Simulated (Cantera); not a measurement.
Input: 1 mol FeS2, 0.09 mol SO3, 0.63 mol H2O, 1.5 mol H2S, held at 1600 K and 10000 Pa.

Method: chemical equilibrium by Gibbs-energy minimisation in Cantera with the NASA 1993 tables (ideal gas, pure condensed phases). Candidate condensed phases: Fe, FeO, Fe(OH)2, Fe(OH)3, FeS, FeSO4, FeS2, Fe2O3, Fe2(SO4)3, Fe3O4, H2O, H2SO4, S; 22 gas species. FeS: taken at fixed stoichiometry. The numbers say what is thermodynamically allowed, not how fast it happens.

Base state: S2 0.331, H2 0.276, H2O 0.260, H2S 0.116, SH 0.00710, SO2 0.00698, SO 0.00178, S2O 0.00101 (mole fractions); condensed: FeS(l).

Problem. What changes in the equilibrium state with this change: SO3 from 0.09 to 0.86 mol?

Solution. 
| species | before | after |
|---|---|---|
| H2O | 0.260 | 0.401 |
| S2 | 0.331 | 0.289 |
| SO2 | 0.00698 | 0.181 |
| H2 | 0.276 | 0.0806 |
| H2S | 0.116 | 0.0316 |
| SO | 0.00178 | 0.00875 |
| S2O | 0.00101 | 0.00462 |
| FeS(l), mol | 1.000 | 1.000 |
